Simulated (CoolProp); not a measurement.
The fluid at 432.17 K and 16.9 MPa (supercritical) is heated at constant pressure to 449.6 K. The same conditions are run with several fluids, on thermodynamics alone (safety and materials aside).

Model: reference Helmholtz-energy equation of state of each fluid (nitrous oxide: Lemmon 2006; dry air: Lemmon 2000; carbonyl sulfide: Lemmon 2006; R152A: Outcalt 1996; R227EA: Lemmon 2016), in CoolProp. Blends and air are pseudo-pure fits.

```
fluid             heat (kJ/kg)  final density (kg/m³)
----------------  ------------  ---------------------
nitrous oxide             26.3                    246
dry air                   19.4                    123
carbonyl sulfide          32.1                    526
R152A                     38.7                    562
R227EA                    22.7                    972
```
